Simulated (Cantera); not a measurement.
A closed system holds: 1 mol BCl3, 13 mol H2O, equilibrated at 13300 Pa.

Method: chemical equilibrium by Gibbs-energy minimisation in Cantera with the NASA 1993 tables (ideal gas, pure condensed phases). Candidate condensed phases: B, B2O3, B3O3H3, H2O; 33 gas species. The tables' values for BOCl are old estimates; treat these amounts as uncertain. Gases not in the tables: H3BO3. Kinetics and transport are ignored.

log p: log10 of the partial pressure in bar; n: condensed amount in mol.

```json
[
 {"T (°C)": "950", "log p H2O": "-0.98", "log p HCl": "-1.56", "log p HBO2": "-3.43", "log p (HBO2)3": "-3.44", "log p H2": "-5.48", "log p Cl": "-5.41", "log p B2O3": "-7.72", "n B2O3(l)": "0.420"},
 {"T (°C)": "975", "log p H2O": "-0.98", "log p HCl": "-1.56", "log p HBO2": "-3.28", "log p (HBO2)3": "-3.48", "log p H2": "-5.35", "log p Cl": "-5.28", "log p B2O3": "-7.38", "n B2O3(l)": "0.417"},
 {"T (°C)": "1000", "log p H2O": "-0.98", "log p HCl": "-1.56", "log p HBO2": "-3.15", "log p (HBO2)3": "-3.51", "log p H2": "-5.23", "log p Cl": "-5.16", "log p B2O3": "-7.06", "n B2O3(l)": "0.411"},
 {"T (°C)": "1025", "log p H2O": "-0.98", "log p HCl": "-1.56", "log p HBO2": "-3.01", "log p (HBO2)3": "-3.55", "log p H2": "-5.11", "log p Cl": "-5.05", "log p B2O3": "-6.75", "n B2O3(l)": "0.401"},
 {"T (°C)": "1050", "log p H2O": "-0.98", "log p HCl": "-1.56", "log p HBO2": "-2.88", "log p (HBO2)3": "-3.59", "log p H2": "-4.99", "log p Cl": "-4.94", "log p B2O3": "-6.46", "n B2O3(l)": "0.387"},
 {"T (°C)": "1075", "log p H2O": "-0.98", "log p HCl": "-1.56", "log p HBO2": "-2.76", "log p (HBO2)3": "-3.62", "log p H2": "-4.88", "log p Cl": "-4.84", "log p B2O3": "-6.18", "n B2O3(l)": "0.366"},
 {"T (°C)": "1100", "log p H2O": "-0.99", "log p HCl": "-1.56", "log p HBO2": "-2.64", "log p (HBO2)3": "-3.66", "log p H2": "-4.77", "log p Cl": "-4.74", "log p B2O3": "-5.90", "n B2O3(l)": "0.340"},
 {"T (°C)": "1125", "log p H2O": "-0.99", "log p HCl": "-1.56", "log p HBO2": "-2.53", "log p (HBO2)3": "-3.70", "log p H2": "-4.66", "log p Cl": "-4.64", "log p B2O3": "-5.64", "n B2O3(l)": "0.305"},
 {"T (°C)": "1150", "log p H2O": "-0.99", "log p HCl": "-1.57", "log p HBO2": "(withheld)", "log p (HBO2)3": "-3.73", "log p H2": "(withheld)", "log p Cl": "(withheld)", "log p B2O3": "(withheld)", "n B2O3(l)": "(withheld)"},
 {"T (°C)": "1175", "log p H2O": "-0.99", "log p HCl": "-1.57", "log p HBO2": "(withheld)", "log p (HBO2)3": "-3.77", "log p H2": "(withheld)", "log p Cl": "(withheld)", "log p B2O3": "(withheld)", "n B2O3(l)": "(withheld)"},
 {"T (°C)": "1200", "log p H2O": "-1.00", "log p HCl": "-1.57", "log p HBO2": "-2.22", "log p (HBO2)3": "-3.80", "log p H2": "-4.37", "log p Cl": "-4.38", "log p B2O3": "-4.91", "n B2O3(l)": "0.138"},
 {"T (°C)": "1225", "log p H2O": "-1.01", "log p HCl": "-1.57", "log p HBO2": "-2.13", "log p (HBO2)3": "-3.84", "log p H2": "-4.27", "log p Cl": "-4.29", "log p B2O3": "-4.68", "n B2O3(l)": "0.0544"},
 {"T (°C)": "1250", "log p H2O": "-1.01", "log p HCl": "-1.57", "log p HBO2": "-2.07", "log p (HBO2)3": "-3.98", "log p H2": "-4.18", "log p Cl": "-4.21", "log p B2O3": "-4.54", "n B2O3(l)": "0"},
 {"T (°C)": "1275", "log p H2O": "-1.01", "log p HCl": "-1.58", "log p HBO2": "-2.06", "log p (HBO2)3": "-4.26", "log p H2": "-4.10", "log p Cl": "-4.14", "log p B2O3": "-4.49", "n B2O3(l)": "0"}
]
```

Task: Fill in the missing entries.

Result: 
- 1150, log p HBO2: -2.42
- 1150, log p H2: -4.56
- 1150, log p Cl: -4.55
- 1150, log p B2O3: -5.39
- 1150, n B2O3(l): 0.261
- 1175, log p HBO2: -2.32
- 1175, log p H2: -4.46
- 1175, log p Cl: -4.46
- 1175, log p B2O3: -5.14
- 1175, n B2O3(l): 0.206
